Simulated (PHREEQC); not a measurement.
**Acid mine or pickling water**

Model water analysis in mg/kgw, 18 °C, pH 2.72, pe 9.1: Na 169; K 227; Ca 537; Mg 75.2; Cl 393; S(6) as SO4 1860; Zn 1.3; Cd 147; N(5) as NO3 11.8; Cu(2) 1.91; Fe(3) 15.2.

Valence states are taken as typed.

All values are PHREEQC results (ion-association model, wateq4f.dat), not measurements.

Precipitation was switched off in this run.

**Question.** What ionic strength, charge-balance error does the model give?

**Answer.** ionic strength 0.0625 mol/kgw; charge-balance error 3.9 %.

**Question.** In which forms is Zn present?

**Answer.** Zn+2 63 %, ZnSO4 33 %, Zn(SO4)2-2 3.5 %, ZnCl+ 0.6 % of the Zn.

Examples of supersaturated solids here: Jarosite-K, Hematite (slow to form). Others may be too.
